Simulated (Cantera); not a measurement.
Input: 1 mol SiHCl₃, 0.025 mol Cl₂, 6.4 mol N₂, at 1700 K and 13.3 mbar.

Equilibrium computed with Cantera from the NASA thermochemical tables; the gas is ideal and each condensed phase is pure. Candidate condensed phases: NH₄Cl, Si, Si₃N₄; 28 gas species. The tables' values for SiCl₃, SiCl are old estimates; treat these amounts as uncertain. Rates play no part.

Base state: N₂ 0.766, HCl 0.106, SiCl₂ 0.104, SiCl₃ 0.0125, H₂ 0.00677, SiCl₄ 0.00294, Cl 0.00128, H 0.000105 (mole fractions); condensed: gas only.

Q: What changes in the equilibrium state with this change: temperature from 1700 K to 1025 K?

A: 
```
species          before     after
-------------  --------  --------
N₂                0.766     0.806
HCl               0.106     0.108
SiCl₄           0.00294    0.0735
SiCl₂             0.104   4.85e-6
SiCl₃            0.0125  0.000131
H₂              0.00677    0.0118
Cl              0.00128   3.46e-8
H              0.000105   4.10e-9
Si₃N₄(s), mol         0     0.147
```
N₂ is the only nitrogen source here; it is nearly inert below about 1500 K, so the nitride shown seldom forms there in practice. The tables' values for SiCl₃ are old estimates; treat these amounts as uncertain.

Q: What changes in the equilibrium state with this change: SiHCl₃ replaced by Si₃H₈?

A: 
| species | before | after |
|---|---|---|
| N₂ | 0.766 | 0.522 |
| H₂ | 0.00677 | 0.471 |
| HCl | 0.106 | 0.00574 |
| SiCl₂ | 0.104 | 9.23e-5 |
| SiCl₃ | 0.0125 | 7.17e-8 |
| SiCl₄ | 0.00294 | <1e-9 |
| SiHCl₃ | 3.64e-5 | 1.74e-9 |
| Cl | 0.00128 | 8.29e-6 |
| Si₃N₄(s), mol | 0 | 1.000 |
The feed counts by its element totals alone.
